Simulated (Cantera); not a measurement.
Feed: 1 mol N₂O, 0.039 mol H₂O, held at 65.0 bar.

Cantera equilibrium calculation (NASA polynomials, part measured and part estimated; ideal gas, pure solids and liquids). Candidate condensed phases: H₂O; 47 gas species. Ions and electrons are included (thermal ionisation). The ideal-gas law is rough above about 30 bar. Rates play no part. All values below are at 4000 K.

Base state: N₂ 0.564, O₂ 0.210, NO 0.100, O 0.0847, OH 0.0250, H₂O 0.00709, H 0.00648, H₂ 0.00107 (mole fractions); condensed: gas only.

Q: What changes in the equilibrium state with this change: H₂O from 0.039 to 0.49 mol?

A: 
| species | before | after |
|---|---|---|
| N₂ | 0.564 | 0.418 |
| O₂ | 0.210 | 0.150 |
| H₂O | 0.00709 | 0.133 |
| OH | 0.0250 | 0.0995 |
| H₂ | 0.00107 | 0.0240 |
| H | 0.00648 | 0.0306 |
| NO | 0.100 | 0.0726 |
| O | 0.0847 | 0.0714 |
| H₂O₂ | 1.44e-6 | 2.29e-5 |
| NH | 6.07e-6 | 2.47e-5 |
| HNO | 1.60e-5 | 5.48e-5 |
| HO₂ | 0.000127 | 0.000425 |
| HNO₂ | 4.33e-6 | 1.25e-5 |
